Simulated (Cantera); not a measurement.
A perfectly stirred reactor is fed with CH2O : O2 : N2 = 0.0021 : 0.033 : 1 (molar parts), equivalence ratio 0.064, at 615 Torr; it is held at 1050 K, and followed from long to short residence time.

Computed with Cantera and GRI-Mech 3.0 (53 species, 325 reactions).

Question: Predict: x(CH2O) at τ = 0.410 s; x(O2) at τ = 0.410 s; x(CH2O) at τ = 37.0 ms; x(O2) at τ = 37.0 ms.

Answer: x(CH2O) at τ = 0.410 s: 8.43e-5
x(O2) at τ = 0.410 s: 0.0307
x(CH2O) at τ = 37.0 ms: 0.000635
x(O2) at τ = 37.0 ms: 0.0311
